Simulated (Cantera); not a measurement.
A closed system holds: 1 mol Pb, 1.5 mol O2, 13 mol N2, at 1273 K and 0.0120 bar.

These are equilibrium values from Cantera (NASA tables, ideal gas, pure condensed phases), not measurements of a reactor. Candidate condensed phases: Pb, PbO, PbO2, Pb3O4; 12 gas species. Gases not in the tables: (PbO)n polymers. The numbers say what is thermodynamically allowed, not how fast it happens.

Base state: N2 0.906, O2 0.0699, PbO 0.0233, Pb 0.000654, NO 0.000205 (mole fractions); condensed: PbO(l).

Question: What changes in the equilibrium state with this change: temperature from 1273 K to 600 K?

Answer: 
| species | before | after |
|---|---|---|
| N2 | 0.906 | 0.929 |
| O2 | 0.0699 | 0.0714 |
| NO | 0.000205 | 1.30e-8 |
| PbO | 0.0233 | <1e-9 |
| Pb | 0.000654 | <1e-9 |
| PbO(l), mol | 0.656 | 0 |
| PbO(red), mol | 0 | 1.00 |
